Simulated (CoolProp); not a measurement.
Saturated liquid density (kg/m³) of propane: the reference equation beside estimates from Tc = 96.7 °C, pc = 4.251 MPa, ω = 0.152. Rackett uses Z = 0.29056 − 0.08775 ω.

Computed with CoolProp (reference Helmholtz-energy equation of state, Lemmon 2009).

```tsv
T (°C)	reference	Rackett	van der Waals	Redlich-Kwong	Soave-Redlich-Kwong	Peng-Robinson
-70.65	612.7	611.5	388.7	575.1	580.8	654.7
-62.85	604.2	603.1	383.6	566.5	573.0	646.3
-55.05	595.6	594.5	378.4	557.6	564.7	637.4
-47.35	586.9	585.9	373.0	548.4	556.2	628.2
-39.55	577.9	576.9	367.4	538.8	547.2	618.5
-31.85	568.8	567.8	361.7	528.8	537.9	608.3
-24.05	559.4	558.3	355.8	518.3	528.0	597.5
-16.25	549.8	548.6	349.6	507.3	517.5	586.0
-8.55	539.9	538.7	343.2	496.0	506.7	574.1
```

Absolute difference from the reference over all 9 rows, mean and median: Rackett 0.2 and 0.2 %, van der Waals 36.5 and 36.4 %, Redlich-Kwong 6.9 and 6.8 %, Soave-Redlich-Kwong 5.5 and 5.3 %, Peng-Robinson 6.8 and 6.9 %.
